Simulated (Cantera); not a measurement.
What does this Cantera script print?

```python
import numpy as np
import cantera as ct

gas_names = """
    H HNO HNO2 HNO3 HO2 H2 H2O H2O2 N NH NH2 NH3 NH2OH NO NO2 NO3 N2 N2H2 N2H4 N2O O OH O2 O3 Zr ZrN ZrO
    ZrO2
""".split()
cond_names = """
    H2O(s) H2O(L) Zr(a) Zr(b) Zr(L) ZrN(s) ZrN(L) ZrO2(a) ZrO2(b) ZrO2(L)
""".split()


# ... load() reads the species with a 1 bar reference pressure and builds the phases ...
atoms = {
    'Zr': {'Zr': 1},
    'N2O': {'N': 2, 'O': 1},
    'H2': {'H': 2},
}
top_T = {}  # K; cautious upper limits of use, not melting points


# ... equilibrate(T, P, feed) seeds the gas with the atoms and calls Mixture.equilibrate('TP', solver="vcs", rtol=1e-11, max_steps=5000) ...
results = []
T = 2748  # K
P = 0.22  # Pa
for m in [9.9, 14, 20, 28, 40, 56, 80]:
    feed = {'Zr': 1, 'N2O': 2.4, 'H2': m}  # mol
    mix = equilibrate(T, P, feed)
    results.append((T, P, feed, dict(zip(mix.species_names, mix.species_moles))))

top = {s: max(r[3][s] / sum(r[3][g] for g in gas_names) for r in results) for s in gas_names}
cols = sorted((s for s in top if top[s] > 0.0001), key=lambda s: -top[s])[:5]
seen = [c for c in cond_names if any(r[3].get(c, 0) > 1e-12 for r in results)]
print("log10 of partial pressures in bar; condensed amounts in mol")
print(f"{'n(H2)':>10s}" + "".join(f"{s[:9]:>10s}" for s in cols + seen))
for T, P, feed, n in results:
    ng = sum(n[g] for g in gas_names)
    print(f"{feed['H2']:10.4g}" + "".join(f"{np.log10(max(n[s] / ng * P / 1e5, 1e-99)):10.3f}" for s in cols)
          + "".join(f"{n.get(c, 0):10.4g}" for c in seen))
```

Result:

```
log10 of partial pressures in bar; condensed amounts in mol
     n(H2)         H        N2         O       ZrO        Zr
       9.9    -5.752    -6.670    -6.898    -7.067    -8.582
        14    -5.727    -6.795    -7.019    -7.195    -8.588
        20    -5.708    -6.931    -7.150    -7.335    -8.598
        28    -5.694    -7.063    -7.277    -7.475    -8.610
        40    -5.684    -7.208    -7.414    -7.629    -8.628
        56    -5.676    -7.348    -7.545    -7.782    -8.649
        80    -5.671    -7.497    -7.683    -7.950    -8.679
```

Equilibrium computed with Cantera from the NASA thermochemical tables; the gas is ideal and each condensed phase is pure.
